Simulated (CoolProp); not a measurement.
Vapour-liquid equilibrium of propane (1) + R236FA (2) at 13.25 °C; x and y are mole fractions of (1).

Model: multi-fluid Helmholtz-energy mixture model, Lemmon 2009 and Pan 2012; pair parameters Bell 2016, in CoolProp.

```
x     bubble pressure, mixture model (MPa)  bubble pressure, Raoult's law (MPa)  y, mixture model  y, Raoult's law
----  ------------------------------------  -----------------------------------  ----------------  ---------------
0.05                                0.2776                               0.2061             0.360            0.169
0.15                                0.4265                               0.2578             0.602            0.406
0.25                                0.5233                               0.3095             0.691            0.563
0.35                                0.5832                               0.3612             0.736            0.676
0.45                                0.6206                               0.4129                 ?            0.760
0.55                                0.6463                               0.4646                 ?            0.825
0.65                                     ?                               0.5163                 ?            0.878
0.75                                0.6848                               0.5679             0.835            0.921
0.85                                0.6992                               0.6196             0.877            0.956
0.95                                0.7034                               0.6713             0.947            0.987
```

**Question.** What belongs in the gaps?

**Answer.** 
- 0.45, y, mixture model: 0.763
- 0.55, y, mixture model: 0.785
- 0.65, bubble pressure, mixture model (MPa): 0.6668
- 0.65, y, mixture model: 0.807

The largest gap from Raoult's law is +69.1 % in bubble pressure, at x = 0.25. y crosses x between x = 0.85 and 0.95: the model has an azeotrope there.

Pair parameters are fitted to limited data, so mixtures are less certain than the pure fluids. With so large a gap from Raoult's law the liquid may split in two, which this calculation doesn't test in full.
